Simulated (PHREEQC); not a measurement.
Make-up at 25 °C: 0.042 mol HF, 0.27 mol NaF, 2.6e-06 mol H4SiO4 and 0.0027 mol H3PO4 per kg of water. Closed to the air; pH follows from the charge balance.

All values are PHREEQC results (ion-association model, phreeqc.dat), not measurements.

No solid was allowed to form.

Question: Order these F species by the share of F that they hold, largest first: HF, F-, NaF, HF2-.

Answer: F- (74 %), HF2- (13 %), HF (7.6 %), NaF (5.2 %)

The pH is 3.98 and the ionic strength 0.254 mol/kgw. Species that the database lacks are ignored. SiF6-2 is the database's only silicon fluoride.
